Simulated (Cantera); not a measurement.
Mixture: CO : H₂ : CH₄ : O₂ : N₂ = 1 : 0.58 : 0.18 : 0.548 : 1.7 (molar parts), equivalence ratio 2.1, at 7500 Torr, adiabatic and at constant pressure. Ignition delay is the time to a rise of 400 K.

Computed with Cantera and GRI-Mech 3.0 (53 species, 325 reactions).

Problem. Predict: delay at 1248 K; delay at 1323 K; delay at 1398 K; delay at 1473 K; delay at 1548 K; delay at 1623 K; delay at 1698 K; apparent activation energy between 1548 and 1698 K.

Solution. 
```json
{
 "delay at 1248 K": "41.0 µs",
 "delay at 1323 K": "21.6 µs",
 "delay at 1398 K": "12.9 µs",
 "delay at 1473 K": "8.25 µs",
 "delay at 1548 K": "5.57 µs",
 "delay at 1623 K": "3.93 µs",
 "delay at 1698 K": "2.88 µs",
 "apparent activation energy between 1548 and 1698 K": "96 kJ/mol"
}
```
